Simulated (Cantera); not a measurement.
Feed: 1 mol H2S, 0.064 mol O2, 2.3 mol H2, at 10.0 Torr.

Cantera equilibrium calculation (NASA polynomials, part measured and part estimated; ideal gas, pure solids and liquids). Candidate condensed phases: H2O, H2SO4, S; 19 gas species. Equilibrium is a limit: real reactors are often held back by kinetics, nucleation or transport. All values below are at 3150 °C.

Base state: H 0.814, S 0.131, H2 0.0362, O 0.0147, SH 0.00171, SO 0.00123, OH 0.00112, S2 0.000407 (mole fractions); condensed: gas only.

**Question.** What changes in the equilibrium state with this change: O2 from 0.064 to 0.025 mol?

**Answer.** 
```csv
species,before,after
H,0.814,0.821
S,0.131,0.133
H2,0.0362,0.0368
O,0.0147,0.00581
O2,1.77e-5,2.76e-6
OH,0.00112,0.000444
```

**Question.** What changes in the equilibrium state with this change: pressure from 10.0 Torr to 75.0 Torr?

**Answer.** 
```csv
species,before,after
H,0.814,0.656
H2,0.0362,0.176
S,0.131,0.133
SH,0.00171,0.0105
O,0.0147,0.00834
H2S,5.20e-6,0.000194
H2O,0.000113,0.00233
```
